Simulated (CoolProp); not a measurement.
Computed with CoolProp (reference Helmholtz-energy equation of state, de Reuck 1993).

Give the vapour pressure (bar), vapour density (kg/m³), liquid cp (kJ/(kg K)) of saturated methanol at 71.55 °C.


| T (°C) | p (bar) | vapour density (kg/m³) | liquid cp (kJ/(kg K)) |
|---|---|---|---|
| 71.55 | 1.33 | 1.58 | 2.89 |
